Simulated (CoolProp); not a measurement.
A single-stage vapour-compression cycle with n-perfluorohexane: evaporating at 319.15 K (dew point), condensing at 343.15 K (bubble point), superheat 8 K, subcooling 8 K, compressor efficiency 0.9, no pressure losses. Each further row changes one setting.

Model: reference Helmholtz-energy equation of state, Gao 2022, in CoolProp.

| case | cooling COP | pressure ratio | discharge temperature (K) | refrigerating effect (kJ/kg) | volumetric capacity (kJ/m³) |
|---|---|---|---|---|---|
| as stated | 11.3 | 2.25 | 343.1 | 77.0 | 683 |
| evaporating temperature 324.15 K | 15.1 | 1.87 | 343.1 | 81.1 | 855 |
| condensing temperature 338.15 K | 14.9 | 1.92 | 338.1 | 82.5 | 732 |
| subcooling 13 K | 12.2 | 2.25 | 343.1 | 82.5 | 732 |
| superheat 18 K | 12.0 | 2.25 | 346.7 | 85.7 | 735 |
| compressor efficiency 0.8 | 10.1 | 2.25 | 343.1 | 77.0 | 683 |

The compression ends wet for: as stated; evaporating temperature 324.15 K; condensing temperature 338.15 K; subcooling 13 K; compressor efficiency 0.8.
